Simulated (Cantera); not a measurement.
## Silicon epitaxy and polysilicon growth: Si2H6 + N2

Feed: 1 mol Si2H6, 280 mol N2, equilibrated at 0.00133 bar.

Method: chemical equilibrium by Gibbs-energy minimisation in Cantera with the NASA 1993 tables (ideal gas, pure condensed phases). Candidate condensed phases: Si, Si3N4; 18 gas species. The feed counts by its element totals alone. N2 is the only nitrogen source here; it is nearly inert below about 1500 K, so the nitride shown seldom forms there in practice. The tables' values for SiN are old estimates; treat these amounts as uncertain. Kinetics and transport are ignored.

| T (K) | log p N2 | log p H2 | log p Si | log p H | log p Si2N | log p SiN | log p Si2 | n Si3N4(s) | n Si(l) |
|---|---|---|---|---|---|---|---|---|---|
| 925 | -2.88 | -4.85 | <-14 | -12.01 | <-14 | <-14 | <-14 | 0.667 | 0 |
| 1000 | -2.88 | -4.85 | <-14 | -11.07 | <-14 | <-14 | <-14 | 0.667 | 0 |
| 1075 | -2.88 | -4.85 | <-14 | -10.26 | <-14 | <-14 | <-14 | 0.667 | 0 |
| 1150 | -2.88 | -4.85 | <-14 | -9.55 | <-14 | <-14 | <-14 | 0.667 | 0 |
| 1225 | -2.88 | -4.85 | -14.35 | -8.93 | <-14 | <-14 | <-14 | 0.667 | 0 |
| 1300 | -2.88 | -4.85 | -12.65 | -8.38 | <-14 | -13.55 | <-14 | 0.667 | 0 |
| 1375 | -2.88 | -4.85 | -11.13 | -7.89 | -13.84 | -12.21 | <-14 | 0.667 | 0 |
| 1450 | -2.88 | -4.85 | -9.77 | -7.45 | -12.11 | -11.01 | -14.08 | 0.667 | 0 |
| 1525 | -2.88 | -4.85 | -8.55 | -7.05 | -10.56 | -9.92 | -12.19 | 0.666 | 0 |
| 1600 | -2.88 | -4.85 | -7.44 | -6.69 | -9.15 | -8.95 | -10.47 | 0.664 | 0 |
| 1675 | -2.88 | -4.85 | -6.43 | -6.36 | -7.87 | -8.06 | -8.92 | 0.638 | 0 |
| 1750 | -2.88 | -4.86 | -5.82 | -6.07 | -7.32 | -7.55 | -8.11 | 0 | 1.65 |
log p: log10 of the partial pressure in bar; n: condensed amount in mol.

From 925 K to 1675 K the condensed part is Si3N4(s). At 1750 K the condensed part is Si(l).
